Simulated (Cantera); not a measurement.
## PbO + H2 (hydrogen reduction and annealing atmospheres)

Feed: 1 mol PbO, 1.9 mol H2, equilibrated at 10.0 mbar.

Equilibrium computed with Cantera from the NASA thermochemical tables; the gas is ideal and each condensed phase is pure. Candidate condensed phases: H2O, Pb, PbO, PbO2, Pb3O4; 12 gas species. The numbers say what is thermodynamically allowed, not how fast it happens.

From 1025 K to 1275 K the condensed part is Pb(l). From 1325 K to 1575 K nothing is condensed. The main Pb-bearing gas is Pb throughout.

```
T (K)  log p H2O  log p H2  log p Pb  log p PbO  log p H  log p Pb2  log p OH  n Pb(l)
-----  ---------  --------  --------  ---------  -------  ---------  --------  -------
1025       -2.28     -2.33     -4.56      -9.91    -9.52      -9.90    -12.05    0.995
1075       -2.28     -2.33     -4.12      -9.19    -9.00      -9.17    -11.37    0.985
1125       -2.29     -2.33     -3.72      -8.52    -8.52      -8.51    -10.76    0.963
1175       -2.30     -2.34     -3.36      -7.92    -8.08      -7.90    -10.19    0.913
1225       -2.32     -2.37     -3.03      -7.37    -7.69      -7.35     -9.69    0.804
1275       -2.37     -2.42     -2.72      -6.85    -7.34      -6.84     -9.23    0.558
1325       -2.46     -2.51     -2.46      -6.40    -7.04      -6.41     -8.83        0
1375       -2.46     -2.51     -2.46      -6.23    -6.72      -6.50     -8.42        0
1425       -2.46     -2.51     -2.46      -6.06    -6.42      -6.58     -8.03        0
1475       -2.46     -2.51     -2.46      -5.91    -6.14      -6.66     -7.68        0
1525       -2.46     -2.51     -2.46      -5.76    -5.88      -6.73     -7.34        0
1575       -2.46     -2.51     -2.46      -5.63    -5.64      -6.80     -7.03        0
```
log p: log10 of the partial pressure in bar; n: condensed amount in mol.
